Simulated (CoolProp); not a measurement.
The numbers come from the reference Helmholtz-energy equation of state, Thol 2017 in CoolProp.

Q: For octamethyltrisiloxane (MDM), give the phase and the Z, cv (kJ/(kg K)), speed of sound (m/s), Joule-Thomson coefficient (K/MPa) at -7.75 °C and 0.498 MPa; 79.45 °C and 0.498 MPa; 137.65 °C and 0.498 MPa.

A: 
- -7.75 °C and 0.498 MPa: liquid; Z 0.0629, cv 1.40, speed of sound 1030, Joule-Thomson coefficient -0.477
- 79.45 °C and 0.498 MPa: liquid; Z 0.0529, cv 1.60, speed of sound 739, Joule-Thomson coefficient -0.349
- 137.65 °C and 0.498 MPa: liquid; Z 0.0496, cv 1.75, speed of sound 557, Joule-Thomson coefficient -0.205
